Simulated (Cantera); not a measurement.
Mixture: 6.71 % CH₄, 1.24 % C₂H₆, 18.8 % O₂, 70.7 % N₂, 2.53 % H₂O, equivalence ratio 0.95, at 1.01 bar, adiabatic and at constant pressure. Ignition delay is the time to a rise of 400 K.

Computed with Cantera and GRI-Mech 3.0 (53 species, 325 reactions).

Q: Predict: delay at 1200 K; delay at 1400 K; delay at 1600 K; delay at 1800 K; delay at 2000 K; apparent activation energy between 1900 and 2100 K.

A: 
| Item | Value |
|---|---|
| delay at 1200 K | 3.05 ms |
| delay at 1400 K | 0.396 ms |
| delay at 1600 K | 86.2 µs |
| delay at 1800 K | 27.4 µs |
| delay at 2000 K | 12.3 µs |
| apparent activation energy between 1900 and 2100 K | 110 kJ/mol |
